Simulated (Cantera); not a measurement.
An isothermal, constant-pressure homogeneous reactor starts with 10.4 % NO, 89.6 % N2, at 1798 K and 360 Torr.

Detailed kinetics in Cantera: GRI-Mech 3.0 (53 species, 325 reactions).

Problem. Predict: x(NO) at 300 s; x(O2) at 300 s; x(NO2) at 300 s; x(N2) at 300 s; x(O) at 300 s; x(N2O) at 300 s.

Solution. x(NO) at 300 s: 0.00276 (gas-phase equilibrium 0.00224)
x(O2) at 300 s: 0.0507 (gas-phase equilibrium 0.0509)
x(NO2) at 300 s: 2.36e-6 (gas-phase equilibrium 1.92e-6)
x(N2) at 300 s: 0.947 (gas-phase equilibrium 0.947)
x(O) at 300 s: 3.90e-5 (gas-phase equilibrium 3.91e-5)
x(N2O) at 300 s: 9.85e-8 (gas-phase equilibrium 9.77e-8)
